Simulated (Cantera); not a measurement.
An isothermal, constant-pressure homogeneous reactor starts with CH4 : H2 : H = 0.025 : 1 : 0.058 (molar parts), at 2525 K and 0.132 atm. Integrator tolerance rtol = 1e-08.

Cantera simulation using GRI-Mech 3.0 (53 species, 325 reactions); the numbers are that mechanism's predictions, not measurements. GRI-Mech 3.0 stops at C3 and has no aromatics, soot or wall deposition, so with more carbon than oxygen in the feed, carbon stays in small species such as C2H2 where larger ones or solid carbon would form.

**Question.** What does this change do: temperature 2525 to 1448 K?

**Answer.** 
```csv
quantity,before,after
x(CH4) at 100 s,1.59e-5 (gas-phase equilibrium 1.61e-5),0.0140 (gas-phase equilibrium 0.0135)
x(H2) at 100 s,0.915 (gas-phase equilibrium 0.915),0.981 (gas-phase equilibrium 0.981)
x(H) at 100 s,0.0740 (gas-phase equilibrium 0.0740),2.50e-5 (gas-phase equilibrium 2.52e-5)
x(C2H6) at 100 s,9.48e-12 (gas-phase equilibrium 9.71e-12),5.08e-7 (gas-phase equilibrium 5.07e-7)
x(CH3) at 100 s,2.28e-5 (gas-phase equilibrium 2.31e-5),7.21e-6 (gas-phase equilibrium 6.95e-6)
x(C2H2) at 100 s,0.0111 (gas-phase equilibrium 0.0111),0.00444 (gas-phase equilibrium 0.00471)
```
